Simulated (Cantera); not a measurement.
Input: 1 mol FeCl₃, 2.8 mol H₂O, 31 mol N₂, at 0.00510 bar.

Cantera equilibrium calculation (NASA polynomials, part measured and part estimated; ideal gas, pure solids and liquids). Candidate condensed phases: Fe, FeCl₂, FeCl₃, FeO, Fe(OH)₂, Fe(OH)₃, Fe₂O₃, Fe₃O₄, H₂O, NH₄Cl; 37 gas species. Mutual solubility and eutectic melting of coexisting phases are not modelled. The numbers say what is thermodynamically allowed, not how fast it happens.

Task: Which condensed phases are stable at each of these points (T (°C)): 925, 975, 1025, 1075, 1125, 1175, 1225, 1275, 1325, 1375?

Result: 
```tsv
T (°C)	condensed phases	Fe condensed (%)
925	Fe₂O₃(s)	95.9
975	Fe₂O₃(s) + Fe₃O₄(s)	93.5
1025	Fe₃O₄(s)	91.7
1075	Fe₃O₄(s)	87.6
1125	Fe₃O₄(s)	82.5
1175	Fe₃O₄(s)	76.8
1225	Fe₃O₄(s)	70.5
1275	Fe₃O₄(s)	64.1
1325	Fe₃O₄(s)	57.6
1375	Fe₃O₄(s)	51.4
```

At 925 °C the condensed part is Fe₂O₃(s). At 975 °C the condensed part is Fe₂O₃(s) + Fe₃O₄(s). From 1025 °C to 1375 °C the condensed part is Fe₃O₄(s).
